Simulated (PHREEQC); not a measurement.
Alkaline etch or developer: speciation

Make-up at 35 °C: 11 mmol/kgw NaOH, 22 mmol/kgw H3BO3 and 0.16 mmol/kgw (CH3)4NCl. Closed to the air; pH follows from the charge balance.

All values are PHREEQC results (ion-association model, phreeqc.dat), not measurements.

The pH is 9.11 and the ionic strength comes out as 0.0112 mol/kgw. The total alkalinity comes out as 11.0 meq/kg.

| species | molality | activity | log γ |
|---|---|---|---|
| H3BO3 | 0.0110 | 0.0111 | 0.001 |
| Na+ | 0.0110 | 0.00987 | -0.047 |
| H2BO3- | 0.0110 | 0.00983 | -0.048 |
| Cl- | 0.000160 | 0.000143 | -0.048 |
| (CH3)4N+ | 0.000160 | 0.000143 | -0.048 |
| OH- | 3.03e-5 | 2.70e-5 | -0.049 |

This is a speciation only: nothing precipitates in the calculation. Species that the database lacks are ignored. (CH3)4N+ isn't in the database: it is added as a free cation with an ion size of 4 Å.
